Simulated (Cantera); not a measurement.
Source: NASA polynomial tables (part measured, part estimated), evaluated in Cantera. Values are per mole of reaction as written; species without (g) are pure solids or liquids, kept so even where they would boil at 1 bar.

### Question
Between 300 and 1623 K, where is each reaction favourable under standard conditions?
- CO2(g) → C + O2(g)

### Answer
- CO2(g) → C + O2(g): ΔG° is 394 kJ at 300 K and 396 kJ at 1623 K; it stays positive (K < 1). ΔH° is 396 kJ and ΔS° 0 J/K at 1623 K.
